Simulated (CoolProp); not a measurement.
Vapour-liquid equilibrium of propylene (1) + R125 (2) at 70.5 kPa; x and y are mole fractions of (1).

Computed with CoolProp (multi-fluid Helmholtz-energy mixture model, Lemmon 2013 and Lemmon 2005; pair parameters Bell 2016).

### Question
Give the bubble temperature and the first vapour's composition at x = 0.125, 0.2, 0.35. Is there an azeotrope?

### Answer
x = 0.125: 213.9 K, y = 0.278; x = 0.2: 212.7 K, y = 0.361; x = 0.35: 211.7 K, y = 0.455. y crosses x between x = 0.5 and 0.575: the model has an azeotrope there.

The pair parameters rest on a limited set of measurements; away from them the model extrapolates.
